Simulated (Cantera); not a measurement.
Input: 1 mol AlCl3, a varied amount of N2O, 1.2 mol H2, equilibrated at 1175 K and 1330 Pa.

Cantera equilibrium calculation (NASA polynomials, part measured and part estimated; ideal gas, pure solids and liquids). Candidate condensed phases: Al, AlCl3, AlN, Al2O3, H2O, NH4Cl; 45 gas species. The tables' values for AlCl2 are old estimates; treat these amounts as uncertain. The numbers say what is thermodynamically allowed, not how fast it happens.

x: gas mole fraction; n: condensed amount in mol.

```tsv
n(N2O) (mol)	x N2	x HCl	x O2	x H2	x AlCl3	x Cl2	x H2O	n Al2O3(s)
0.58	0.195	0.390	<1e-12	0.208	0.206	6.39e-10	1.79e-6	0.193
0.89	0.263	0.526	<1e-12	0.0915	0.120	2.64e-9	4.65e-6	0.297
1.4	0.343	0.588	4.62e-8	6.63e-9	0.0164	0.0457	2.20e-5	0.467
2.1	___	___	___	___	___	___	0.00988	0.500
3.2	___	___	___	___	___	___	0.0103	0.500
4.8	0.525	0.245	0.176	1.36e-9	1.47e-7	0.0386	0.00883	0.500
7.4	0.567	0.170	0.223	9.34e-10	7.31e-8	0.0272	0.00681	0.500
11	0.596	0.120	0.255	6.55e-10	3.92e-8	0.0192	0.00511	0.500
```

Q: Fill in the missing entries.

A: 
- 3.2, x N2: 0.475
- 3.2, x HCl: 0.335
- 3.2, x O2: 0.121
- 3.2, x H2: 1.92e-9
- 3.2, x AlCl3: 2.99e-7
- 3.2, x Cl2: 0.0513
- 2.1, x N2: 0.412
- 2.1, x HCl: 0.451
- 2.1, x O2: 0.0539
- 2.1, x H2: 2.75e-9
- 2.1, x AlCl3: 7.78e-7
- 2.1, x Cl2: 0.0648
